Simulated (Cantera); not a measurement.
Feed: 1 mol MgF₂, 0.91 mol H₂O, a varied amount of H₂, at 1700 K and 2.90e-6 bar.

Cantera equilibrium calculation (NASA polynomials, part measured and part estimated; ideal gas, pure solids and liquids). Candidate condensed phases: H₂O, Mg, MgF₂, MgO, Mg(OH)₂; 31 gas species. Kinetics and transport are ignored.

Problem. Which condensed phases are stable at each of these points (n(H₂) (mol)): 0.13, 0.29, 0.67, 1.5, 3.4, 7.8, 18, 40, 91, 210?

Solution. 
```
n(H₂) (mol)  condensed phases  Mg condensed (%)
-----------  ----------------  ----------------
0.13                   MgO(s)              81.7
0.29                   MgO(s)              78.8
0.67                   MgO(s)              71.6
1.5                    MgO(s)              56.2
3.4                    MgO(s)              21.9
7.8                  gas only               0.0
18                   gas only               0.0
40                   gas only               0.0
91                   gas only               0.0
210                  gas only               0.0
```

From 0.13 mol H₂ to 3.4 mol H₂ the condensed part is MgO(s). From 7.8 mol H₂ to 210 mol H₂ nothing is condensed.
